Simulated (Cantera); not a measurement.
Input: 1 mol CO, 9.7 mol H₂, 15 mol N₂, equilibrated at 2352 °C and 49.5 Torr.

Equilibrium computed with Cantera from the NASA thermochemical tables; the gas is ideal and each condensed phase is pure. Candidate condensed phases: C, C₆H₆, C₇H₈, C₈H₁₈, H₂O; 136 gas species. Rates play no part.

Base state: N₂ 0.557, H₂ 0.314, H 0.0926, CO 0.0371, H₂O 2.40e-5, HCN 2.31e-5 (mole fractions); condensed: gas only.

What changes in the equilibrium state with this change: H₂ from 9.7 to 0.4 mol?


| species | before | after |
|---|---|---|
| N₂ | 0.557 | 0.906 |
| CO | 0.0371 | 0.0604 |
| H | 0.0926 | 0.0197 |
| H₂ | 0.314 | 0.0143 |
| H₂O | 2.40e-5 | 2.36e-6 |
| HCN | 2.31e-5 | 4.73e-6 |
